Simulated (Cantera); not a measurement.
**Ignition delay**

Mixture: H₂ : O₂ : N₂ = 1 : 0.833 : 3.13 (molar parts), equivalence ratio 0.60, at 3750 Torr, adiabatic and at constant pressure. Ignition delay is the time to a rise of 400 K.

Computed with Cantera and the H2/O2 subset of GRI-Mech 3.0, which has no nitrogen chemistry. The hydrogen kinetics of GRI-Mech 3.0 are dated; newer H2 mechanisms differ, most at raised pressure.

```json
[
 {"T0 (K)": "950", "delay (ms)": "53.8"},
 {"T0 (K)": "1050", "delay (ms)": "3.27"},
 {"T0 (K)": "1150", "delay (ms)": "0.0414"},
 {"T0 (K)": "1250", "delay (ms)": "0.00982"},
 {"T0 (K)": "1350", "delay (ms)": "0.00536"},
 {"T0 (K)": "1450", "delay (ms)": "0.00359"},
 {"T0 (K)": "1550", "delay (ms)": "0.00269"}
]
```
